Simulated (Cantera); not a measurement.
A closed system holds: 1 mol PbO, a varied amount of H2, 1.7 mol N2, at 1330 Pa.

Cantera equilibrium calculation (NASA polynomials, part measured and part estimated; ideal gas, pure solids and liquids). Candidate condensed phases: H2O, Pb, PbO, PbO2, Pb3O4; 27 gas species. Kinetics and transport are ignored.

Stable condensed phases, one row left out:

```
T in K \ n(H2) in mol
         2.3 3.4 4.9 7.1  10  15  21  31  44  64  93 130
   1650    A   A   A   A   A   A   A   A   A   A   A   A
   1575    A   A   A   A   A   A   A   A   A   A   A   A
   1500    A   A   A   A   A   A   A   A   A   A   A   A
   1425    A   A   A   A   A   A   A   A   A   A   A   A
   1275    B   B   A   A   A   A   A   A   A   A   A   A
   1200    B   B   B   B   B   B   A   A   A   A   A   A
   1125    B   B   B   B   B   B   B   B   B   B   A   A
   1050    B   B   B   B   B   B   B   B   B   B   B   B
    975    B   B   B   B   B   B   B   B   B   B   B   B
```

A: gas only; B: Pb.

**Question.** Give the row for 1350 K.

**Answer.** 2.3: gas only; 3.4: gas only; 4.9: gas only; 7.1: gas only; 10: gas only; 15: gas only; 21: gas only; 31: gas only; 44: gas only; 64: gas only; 93: gas only; 130: gas only.
